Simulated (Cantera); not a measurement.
Cantera run:

```python
import numpy as np
import cantera as ct

gas_names = """
    H2O TaO2 C2H2,acetylene H
""".split()
cond_names = """
    TaC(s) TaC(L)
""".split()


# ... load() reads the species with a 1 bar reference pressure and builds the phases ...
species = {s.name: s for s in load("nasa_gas.yaml", gas_names) + load("nasa_condensed.yaml", cond_names)}
# Each term lists the table entries of one substance; the one whose range holds T is used.
reactions = {
    '4 H2O(g) + 2 TaC = 2 TaO2(g) + C2H2(g) + 6 H(g)':
        [(-4, ['H2O']), (-2, ['TaC(s)', 'TaC(L)']), (2, ['TaO2']), (1, ['C2H2,acetylene']), (6, ['H'])],
}


def pick(names, T):
    return next(species[n] for n in names if species[n].thermo.min_temp <= T <= species[n].thermo.max_temp)


results = []
for label, terms in reactions.items():
    print(label)
    print("     T/K   dH/kJ  dS/(J/K)   dG/kJ   log10 K")
    for T in [300, 900, 1000, 1100, 1200, 1300, 1400, 1500, 1600, 1700, 1800]:
        used = [(nu, pick(names, T)) for nu, names in terms]
        dH = sum(nu * s.thermo.h(T) for nu, s in used) / 1e6
        dS = sum(nu * s.thermo.s(T) for nu, s in used) / 1e3
        dG = dH - T * dS / 1e3
        logK = -dG * 1e6 / (ct.gas_constant * T * np.log(10))
        results.append((label, T, dH, dS, dG, logK, [s.name for _, s in used]))
        print(f"{T:8g} {dH:8.1f} {dS:8.1f} {dG:8.1f} {logK:8.2f}")
```

It prints:

```
4 H2O(g) + 2 TaC = 2 TaO2(g) + C2H2(g) + 6 H(g)
     T/K   dH/kJ  dS/(J/K)   dG/kJ   log10 K
     300   2390.1    610.0   2207.1  -384.28
     900   2418.7    663.1   1821.9  -105.74
    1000   2422.6    667.2   1755.4   -91.69
    1100   2426.0    670.5   1688.5   -80.18
    1200   2429.0    673.1   1621.3   -70.57
    1300   2431.6    675.1   1553.9   -62.43
    1400   2433.7    676.7   1486.3   -55.45
    1500   2435.4    677.9   1418.6   -49.40
    1600   2436.6    678.7   1350.7   -44.10
    1700   2437.5    679.2   1282.8   -39.42
    1800   2438.1    679.5   1214.9   -35.25
```

Cantera with NASA thermochemical tables; ideal gases at 1 bar, condensed phases pure. TaC: taken at fixed stoichiometry. Condensed species are held in their standard states even where they would react or evaporate.
